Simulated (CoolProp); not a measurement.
CH3F (R41) along the isotherm 177 K: density (kg/m³) from the reference equation and from simpler models built on Tc = 317.3 K, pc = 5906 kPa, ω = 0.200; each cubic takes its own stable root.

Values from CoolProp's reference Helmholtz-energy equation of state, Lemmon 2006. It is a short technical equation, of lower accuracy than the large ones.

```
p (kPa)   phase   reference  van der Waals  Peng-Robinson
-------  ------  ----------  -------------  -------------
2950     liquid       920.5          487.0          821.8
5910     liquid       923.6          491.3          824.3
8860     liquid       926.7          495.2     (withheld)
11800    liquid       929.6          498.7          828.9
14800    liquid       932.5          501.9          831.1
17700    liquid  (withheld)          504.8     (withheld)
20700    liquid       938.1          507.6          835.2
23600    liquid       940.7     (withheld)          837.1
26600    liquid  (withheld)     (withheld)          839.0
29500    liquid       945.8          514.8          840.8
```

Task: Complete the blanks.

Result: 
- 8860, Peng-Robinson: 826.6
- 17700, reference: 935.3
- 17700, Peng-Robinson: 833.1
- 23600, van der Waals: 510.2
- 26600, reference: 943.3
- 26600, van der Waals: 512.6
